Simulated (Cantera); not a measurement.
An isothermal, constant-pressure homogeneous reactor starts with H₂ : O₂ = 0.0074 : 1 (molar parts), at 1423 K and 1330 Pa.

Computed with Cantera and GRI-Mech 3.0 (53 species, 325 reactions). Radical loss at walls, strong at low pressure, is not modelled.

One state of this run: x H₂ = 6.50e-6; x O₂ = 0.990; x H₂O = 0.00706; x OH = 0.000571; x H₂O₂ = 3.79e-9. x: mole fraction; the columns are a selection and need not sum to one.

Q: Which value of t (s) does it belong to?
A. 1.10
B. 1.00e-5
C. 0.257
D. 4.27e-5

A: A, 1.10
